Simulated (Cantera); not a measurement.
A Cantera script and what it prints.

```python
import numpy as np
import cantera as ct

gas_names = """
    CL CLO CL2 H HCL HOCL HO2 H2 H2O H2O2 O OH O2 O3 Ti TiCL TiCL2 TiCL3 TiCL4 TiO TiOCL TiOCL2 TiO2
""".split()
cond_names = """
    H2O(s) H2O(L) Ti(a) Ti(b) Ti(L) TiCL2(s) TiCL3(s) TiCL4(L) TiO(a) TiO(b) TiO(L) TiO2(ru) TiO2(L)
    Ti2O3(a) Ti2O3(b) Ti2O3(L) Ti3O5(a) Ti3O5(b) Ti3O5(L) Ti4O7(s) Ti4O7(L)
""".split()


# ... load() reads the species with a 1 bar reference pressure and builds the phases ...
atoms = {
    'TiCl4': {'Ti': 1, 'CL': 4},
    'H2O': {'H': 2, 'O': 1},
    'H2': {'H': 2},
}
top_T = {'TiCL2(s)': 1300, 'TiCL3(s)': 1000}  # K; cautious upper limits of use, not melting points


# ... equilibrate(T, P, feed) seeds the gas with the atoms and calls Mixture.equilibrate('TP', solver="vcs", rtol=1e-11, max_steps=5000) ...
results = []
T = 1125  # K
P = 1333.22  # Pa
for m in [0.3, 0.46, 0.7, 1.1, 1.6, 2.5, 3.7, 5.7, 8.7, 13]:
    feed = {'TiCl4': 1, 'H2O': m, 'H2': 8.2}  # mol
    mix = equilibrate(T, P, feed)
    results.append((T, P, feed, dict(zip(mix.species_names, mix.species_moles))))

top = {s: max(r[3][s] / sum(r[3][g] for g in gas_names) for r in results) for s in gas_names}
cols = sorted((s for s in top if top[s] > 0.0001), key=lambda s: -top[s])[:5]
seen = [c for c in cond_names if any(r[3].get(c, 0) > 1e-12 for r in results)]
print("log10 of partial pressures in bar; condensed amounts in mol")
print(f"{'n(H2O)':>10s}" + "".join(f"{s[:9]:>10s}" for s in cols + seen))
for T, P, feed, n in results:
    ng = sum(n[g] for g in gas_names)
    print(f"{feed['H2O']:10.4g}" + "".join(f"{np.log10(max(n[s] / ng * P / 1e5, 1e-99)):10.3f}" for s in cols)
          + "".join(f"{n.get(c, 0):10.4g}" for c in seen))
```

It prints:

```
log10 of partial pressures in bar; condensed amounts in mol
    n(H2O)        H2       H2O       HCL     TiCL4     TiCL3  TiO2(ru)  Ti2O3(b)  Ti3O5(b)  Ti4O7(s)
       0.3    -1.970    -7.949    -2.812    -3.208    -3.336         0       0.1         0         0
      0.46    -1.980    -7.650    -2.709    -3.237    -3.473         0    0.1533         0         0
       0.7    -1.997    -7.264    -2.587    -3.323    -3.689         0    0.2333         0         0
       1.1    -2.018    -6.835    -2.477    -3.517    -4.003         0    0.0359    0.1984         0
       1.6    -2.043    -6.241    -2.379    -4.107    -4.705         0         0         0    0.2285
       2.5    -2.065    -3.280    -2.377    -9.811   -10.421         1         0         0         0
       3.7    -2.104    -2.788    -2.416   -10.952   -11.543         1         0         0         0
       5.7    -2.163    -2.508    -2.474   -11.745   -12.306         1         0         0         0
       8.7    -2.238    -2.325    -2.550   -12.410   -12.935         1         0         0         0
        13    -2.327    -2.199    -2.639   -13.019   -13.499         1         0         0         0
```

Cantera equilibrium calculation (NASA polynomials, part measured and part estimated; ideal gas, pure solids and liquids). Mutual solubility and eutectic melting of coexisting phases are not modelled. Condensed phases not in the tables: Magnéli phases beyond Ti4O7, TiOCl.
